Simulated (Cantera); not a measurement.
Input (Python, Cantera):

```python
import numpy as np
import cantera as ct

gas = ct.Solution("gri30.yaml")
gas.TPX = 1275, 7300, {'N2O': 1}
reactor = ct.IdealGasConstPressureReactor(gas, energy="off", clone=False)
net = ct.ReactorNet([reactor])
net.rtol, net.atol = 1e-08, 1e-18
show = ['N2O', 'N2', 'O2', 'NO2', 'O']
times = np.geomspace(0.0002, 300, 12)

steps = ct.SolutionArray(gas, extra=["t"])
rows = []
print(f"{'t/s':>10s}{'T/K':>9s}{'P/Pa':>11s}" + "".join(f"{s:>11s}" for s in show))
for t in times:
    while net.time < t:
        t_next = net.step()
        steps.append(gas.state, t=t_next)
    rows.append([np.interp(t, steps.t, y) for y in (steps.T, steps.P, *steps(*show).X.T)])
    print(f"{t:10.3e}{rows[-1][0]:9.1f}{rows[-1][1]:11.4g}" + "".join(f"{x:11.3e}" for x in rows[-1][2:]))
rate = np.gradient(steps.T, steps.t)
print("integrator steps:", len(steps.t))
if steps.T.max() > steps.T[0] + 200:
    print(f"time of steepest temperature rise: {steps.t[rate.argmax()]:.4e} s")
gas.TPX = 1275, 7300, {'N2O': 1}
gas.equilibrate("TP")
print(f"equilibrium (TP): T = {gas.T:.1f} K  " + "  ".join(f"{s} {gas[s].X[0]:.3e}" for s in show))
```

It prints:

```
       t/s      T/K       P/Pa        N2O         N2         O2        NO2          O
 2.000e-04   1275.0       7300  1.000e+00  2.733e-05  1.025e-05  2.590e-12  5.213e-06
 7.286e-04   1275.0       7300  9.998e-01  1.113e-04  4.901e-05  5.909e-11  5.451e-06
 2.654e-03   1275.0       7300  9.993e-01  4.176e-04  1.909e-04  8.896e-10  5.451e-06
 9.670e-03   1275.0       7300  9.975e-01  1.532e-03  7.071e-04  1.175e-08  5.450e-06
 3.523e-02   1275.0       7300  9.910e-01  5.569e-03  2.577e-03  1.379e-07  5.450e-06
 1.283e-01   1275.0       7300  9.678e-01  1.998e-02  9.252e-03  1.212e-06  5.447e-06
 4.675e-01   1275.0       7300  8.892e-01  6.883e-02  3.188e-02  6.365e-06  5.435e-06
 1.703e+00   1275.0       7300  6.644e-01  2.084e-01  9.656e-02  2.241e-05  5.386e-06
 6.205e+00   1275.0       7300  2.652e-01  4.566e-01  2.117e-01  5.452e-05  5.112e-06
 2.260e+01   1275.0       7300  2.079e-02  6.099e-01  2.834e-01  8.681e-05  2.621e-06
 8.235e+01   1275.0       7300  6.756e-05  6.236e-01  2.900e-01  3.164e-04  2.346e-07
 3.000e+02   1275.0       7300  1.835e-06  6.236e-01  2.901e-01  3.269e-04  2.246e-07
integrator steps: 1295
equilibrium (TP): T = 1275.0 K  N2O 6.515e-09  N2 6.665e-01  O2 3.331e-01  NO2 1.594e-06  O 2.401e-07
```

Detailed kinetics in Cantera: GRI-Mech 3.0 (53 species, 325 reactions). GRI-Mech 3.0 was tuned for natural gas; its chemistry of N2O as a main component is partial and can be far from experiment. The mechanism lacks the step 2 NO + O2 → 2 NO2, which can matter for NO2 below about 1400 K. The temperature is held fixed by assumption; the heat of reaction is taken as removed at once.
